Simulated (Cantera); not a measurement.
Input: 1 mol SiH4, 0.031 mol C2H4, 29 mol H2, held at 702 °C and 1.60 mbar.

Cantera equilibrium calculation (NASA polynomials, part measured and part estimated; ideal gas, pure solids and liquids). Candidate condensed phases: C, C6H6, C7H8, C8H18, Si, SiC; 87 gas species. The numbers say what is thermodynamically allowed, not how fast it happens.

Base state: H2 1.00 (mole fractions); condensed: Si(s) + SiC(s).

**Question.** What changes in the equilibrium state with this change: SiH4 replaced by SiF4?

**Answer.** 
```json
[
 {"species": "H2", "before": "1.00", "after": "0.966"},
 {"species": "SiF4", "before": "0", "after": "0.0330"},
 {"species": "HF", "before": "0", "after": "0.000226"},
 {"species": "SiHF3", "before": "0", "after": "0.000200"},
 {"species": "SiF3", "before": "0", "after": "2.21e-5"},
 {"species": "CH4", "before": "6.26e-8", "after": "0.000188"},
 {"species": "Si(s), mol", "before": "0.938", "after": "0"},
 {"species": "SiC(s), mol", "before": "0.0620", "after": "1.55e-5"},
 {"species": "C(graphite), mol", "before": "0", "after": "0.0563"}
]
```
The tables' values for SiF3 are old estimates; treat these amounts as uncertain.
